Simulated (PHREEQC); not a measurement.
Make-up at 20 °C: 0.019 mol/kgw H2SO4, 0.00017 mol/kgw Al(NO3)3 and 5.4e-06 mol/kgw CO2. Closed to the air; pH follows from the charge balance.

Model: ion-association model, phreeqc.dat, run in PHREEQC.

This is a speciation only: nothing precipitates in the calculation.

### Question
What pH, specific conductance does the model give?

### Answer
pH 1.62; specific conductance 8950 µS/cm.

### Question
In which forms is S present?

### Answer
HSO4- 55 %, SO4-2 44 %, AlSO4+ 0.7 % of the S.
